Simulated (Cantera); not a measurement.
A Cantera script and what it prints.

```python
import numpy as np
import cantera as ct

gas_names = """
    C2H2,acetylene C2H6
""".split()
cond_names = """
    Ti(a) Ti(b) Ti(L) TiC(s) TiC(L)
""".split()


# ... load() reads the species with a 1 bar reference pressure and builds the phases ...
species = {s.name: s for s in load("nasa_gas.yaml", gas_names) + load("nasa_condensed.yaml", cond_names)}
# Each term lists the table entries of one substance; the one whose range holds T is used.
reactions = {
    '4 Ti + 3 C2H2(g) = C2H6(g) + 4 TiC':
        [(-4, ['Ti(a)', 'Ti(b)', 'Ti(L)']), (-3, ['C2H2,acetylene']), (1, ['C2H6']), (4, ['TiC(s)', 'TiC(L)'])],
}


def pick(names, T):
    return next(species[n] for n in names if species[n].thermo.min_temp <= T <= species[n].thermo.max_temp)


results = []
for label, terms in reactions.items():
    print(label)
    print("     T/K   dH/kJ  dS/(J/K)   dG/kJ   log10 K")
    for T in [823, 923, 1023, 1123, 1223, 1323, 1423, 1523, 1623, 1723]:
        used = [(nu, pick(names, T)) for nu, names in terms]
        dH = sum(nu * s.thermo.h(T) for nu, s in used) / 1e6
        dS = sum(nu * s.thermo.s(T) for nu, s in used) / 1e3
        dG = dH - T * dS / 1e3
        logK = -dG * 1e6 / (ct.gas_constant * T * np.log(10))
        results.append((label, T, dH, dS, dG, logK, [s.name for _, s in used]))
        print(f"{T:8g} {dH:8.1f} {dS:8.1f} {dG:8.1f} {logK:8.2f}")
```

Output:

```
4 Ti + 3 C2H2(g) = C2H6(g) + 4 TiC
     T/K   dH/kJ  dS/(J/K)   dG/kJ   log10 K
     823  -1513.0   -419.0  -1168.1    74.14
     923  -1513.5   -419.6  -1126.2    63.73
    1023  -1514.2   -420.3  -1084.2    55.36
    1123  -1516.5   -422.5  -1042.1    48.47
    1223  -1532.2   -436.1   -998.8    42.66
    1323  -1531.0   -435.2   -955.3    37.72
    1423  -1530.2   -434.5   -911.8    33.47
    1523  -1529.6   -434.2   -868.4    29.78
    1623  -1529.4   -434.0   -825.0    26.55
    1723  -1529.5   -434.1   -781.6    23.69
```

Source: NASA polynomial tables (part measured, part estimated), evaluated in Cantera. TiC: taken at fixed stoichiometry. Condensed species are held in their standard states even where they would react or evaporate.
